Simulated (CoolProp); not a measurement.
Properties of R410A along the isobar 0.101 MPa (Tc = 344.5 K, pc = 4.901 MPa, ω = 0.296).

Computed with CoolProp (reference Helmholtz-energy equation of state, Lemmon 2003). It is a pseudo-pure fit of the blend.

```csv
T (K),phase,density (kg/m³),cv (kJ/(kg K)),isothermal compressibility (1/MPa),viscosity (µPa s),conductivity (mW/(m K)),fugacity coefficient
293.6,gas,3.045,0.6937,10.04,12.7,13.0,0.9863
309.2,gas,2.885,0.7153,10.02,13.4,14.1,0.9887
324.9,gas,2.740,0.7379,9.997,14.1,15.3,0.9905
340.5,gas,2.610,0.7608,9.982,14.8,16.5,0.9920
356.1,gas,2.493,0.7839,9.969,15.5,17.6,0.9932
371.8,gas,2.385,0.8070,9.959,16.1,18.8,0.9942
387.4,gas,2.288,0.8298,9.951,16.8,19.9,0.9950
403.1,gas,2.197,0.8525,9.944,17.4,21.1,0.9957
418.7,gas,2.114,0.8746,9.938,18.1,22.2,0.9962
434.3,gas,2.037,0.8963,9.934,18.7,23.4,0.9967
```

Viscosity comes from a separate model (Geller 2000). Thermal conductivity comes from a separate model (Geller 2001).
